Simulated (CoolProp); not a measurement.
A single-stage vapour-compression cycle with chloromethane (R40): evaporating at 262.15 K (dew point), condensing at 323.15 K (bubble point), superheat 2 K, subcooling 5 K, compressor efficiency 0.8, no pressure losses. Each further row changes one setting.

Values from CoolProp's reference Helmholtz-energy equation of state, Thol 2014.

```
case                              cooling COP  pressure ratio  discharge temperature (K)  refrigerating effect (kJ/kg)  volumetric capacity (kJ/m³)
--------------------------------  -----------  --------------  -------------------------  ----------------------------  ---------------------------
as stated                                2.79            6.51                      407.8                           326                         1360
evaporating temperature 267.15 K         3.16            5.39                      398.3                           328                            ?
condensing temperature 318.15 K             ?            5.75                      397.4                           334                         1390
subcooling 10 K                             ?            6.51                      407.8                           334                         1390
superheat 12 K                           2.75            6.51                      420.7                           334                         1330
compressor efficiency 0.7                   ?            6.51                      423.4                           326                         1360
```

Complete the blanks.


- evaporating temperature 267.15 K, volumetric capacity (kJ/m³): 1630
- condensing temperature 318.15 K, cooling COP: 3.10
- subcooling 10 K, cooling COP: 2.86
- compressor efficiency 0.7, cooling COP: 2.44
